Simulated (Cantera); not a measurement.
Charge: 1 mol AlN, 1.2 mol HCl, 37 mol H₂, equilibrated at 10000 Pa.

Equilibrium computed with Cantera from the NASA thermochemical tables; the gas is ideal and each condensed phase is pure. Candidate condensed phases: Al, AlCl₃, AlN, NH₄Cl; 20 gas species. Equilibrium is a limit: real reactors are often held back by kinetics, nucleation or transport.

Problem. Which condensed phases are stable at each of these points (T (K)): 1573, 1623, 1673, 1723, 1773, 1823, 1873?

Solution. 
| T (K) | condensed phases | Al condensed (%) |
|---|---|---|
| 1573 | AlN(s) | 64.4 |
| 1623 | AlN(s) | 50.4 |
| 1673 | AlN(s) | 33.6 |
| 1723 | AlN(s) | 17.0 |
| 1773 | AlN(s) | 3.3 |
| 1823 | gas only | 0.0 |
| 1873 | gas only | 0.0 |

From 1573 K to 1773 K the condensed part is AlN(s). From 1823 K to 1873 K nothing is condensed.
